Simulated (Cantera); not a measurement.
A closed system holds: 1 mol SiC, 0.0086 mol Si, 0.025 mol H2, held at 1475 °C and 101000 Pa.

Cantera equilibrium calculation (NASA polynomials, part measured and part estimated; ideal gas, pure solids and liquids). Candidate condensed phases: C, C6H6, C7H8, C8H18, Si, SiC; 87 gas species. Mutual solubility and eutectic melting of coexisting phases are not modelled. Gases not in the tables: Si2H6 and higher silanes. The numbers say what is thermodynamically allowed, not how fast it happens.

Base state: H2 1.000, H 0.000227, SiH2 2.05e-5, CH4 1.76e-5 (mole fractions); condensed: Si(l) + SiC(s).

Question: What changes in the equilibrium state with this change: pressure from 101000 Pa to 3200 Pa?

Answer: 
```
species        before    after
-----------  --------  -------
H2              1.000    0.999
H            0.000227  0.00128
Si            1.44e-6  4.56e-5
CH4           1.76e-5  5.53e-7
SiH           1.93e-6  1.08e-5
SiH2          2.05e-5  2.05e-5
Si(l), mol    0.00860  0.00860
SiC(s), mol      1.00     1.00
```
